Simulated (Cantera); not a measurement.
An isothermal, constant-pressure homogeneous reactor starts with N2O : H2 : N2 = 1 : 0.0025 : 1.5 (molar parts), at 1500 K and 533 Torr.

Cantera simulation using GRI-Mech 3.0 (53 species, 325 reactions); the numbers are that mechanism's predictions, not measurements. GRI-Mech 3.0 was tuned for natural gas; its chemistry of N2O as a main component is partial and can be far from experiment. The temperature is held fixed by assumption; the heat of reaction is taken as removed at once.

One state of this run: x N2O = 0.377; x H2 = 5.19e-5; x NO = 0.00413; x O2 = 0.00691; x O = 6.59e-5; x HO2 = 2.94e-6; x N2 = 0.611. x: mole fraction; the columns are a selection and need not sum to one.

Problem. Which value of t (s) does it belong to?
(A) 0.00120
(B) 0.000144
(C) 5.00e-5
(D) 0.240

Solution. A, 0.00120
